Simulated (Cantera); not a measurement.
A freely propagating, adiabatic, planar premixed flame of CH4 : C2H6 : O2 : N2 = 1 : 0.11 : 1.7 : 6.41 (molar parts), unburnt at 698 K and 101000 Pa; mixture-averaged transport, grid criteria slope 0.08 and curve 0.16, no radiation.

Model: GRI-Mech 3.0 (53 species, 325 reactions), integrated in Cantera. Burning velocities carry a grid error of a few per cent, more on coarse grids.

What does this change do: inlet temperature 698 to 523 K?


| quantity | before | after |
|---|---|---|
| laminar burning velocity | 116 cm/s | 56.0 cm/s |
| thermal thickness | 0.391 mm | 0.522 mm |
| peak x(C2H2) | 0.00213 | 0.00205 |
| peak x(O) | 0.000462 | 0.000230 |

What does this change do: inlet temperature 698 to 375 K?


| quantity | before | after |
|---|---|---|
| laminar burning velocity | 116 cm/s | 25.7 cm/s |
| thermal thickness | 0.391 mm | 0.732 mm |
| peak x(C2H2) | 0.00213 | 0.00207 |
| peak x(O) | 0.000462 | 0.000115 |
